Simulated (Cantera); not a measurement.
A closed system holds: 1 mol SiO₂, 0.79 mol Al₂O₃, 0.61 mol H₂O, equilibrated at 1675 K and 10000 Pa.

Equilibrium computed with Cantera from the NASA thermochemical tables; the gas is ideal and each condensed phase is pure. Candidate condensed phases: Al, Al₂O₃, Al₂SiO₅, Al₆Si₂O₁₃, H₂O, Si, SiO₂; 28 gas species. Mutual solubility and eutectic melting of coexisting phases are not modelled. The tables hold silica as quartz up to 1696 K and as liquid above; real silica turns to tridymite and cristobalite and melts near 1996 K. Condensed phases not in the tables: alloys, solid solutions and most ternary compounds. Gases not in the tables: Si(OH)₄. Kinetics and transport are ignored.

Base state: H₂O 0.997, H₂ 0.00175, O₂ 0.000772, OH 0.000423, H 1.54e-5 (mole fractions); condensed: Al₆Si₂O₁₃(mullite) + SiO₂(β-quartz).

What changes in the equilibrium state with this change: pressure from 10000 Pa to 71.0 Pa?


| species | before | after |
|---|---|---|
| H₂O | 0.997 | 0.984 |
| H₂ | 0.00175 | 0.00899 |
| O₂ | 0.000772 | 0.00401 |
| O | 3.00e-6 | 8.12e-5 |
| H | 1.54e-5 | 0.000413 |
| OH | 0.000423 | 0.00219 |
| Al₆Si₂O₁₃(mullite), mol | 0.263 | 0.263 |
| SiO₂(β-quartz), mol | 0.473 | 0.473 |
